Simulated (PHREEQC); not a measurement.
A solution holds 0.053 mol Cu(BF4)2 and 0.00076 mol HNO3 per kg of water, at 44 °C. Closed to the air; pH follows from the charge balance.

All values are PHREEQC results (ion-association model, wateq4f.dat), not measurements.

Precipitation was switched off in this run.

### Question
Estimate the pH, ionic strength.

### Answer
pH 2.62; ionic strength 0.160 mol/kgw.

### Question
In which forms is B present?

### Answer
BF4- 92 %, BF3OH- 4.7 %, H3BO3 1.6 %, BF2(OH)2- 1.2 % of the B.

Complexes and solids missing from the database can't appear. Away from 25 °C the constants follow the database's enthalpies or fits; those with neither stay at their 25 °C values. Real BF4- forms and hydrolyses slowly; the run takes it at equilibrium.
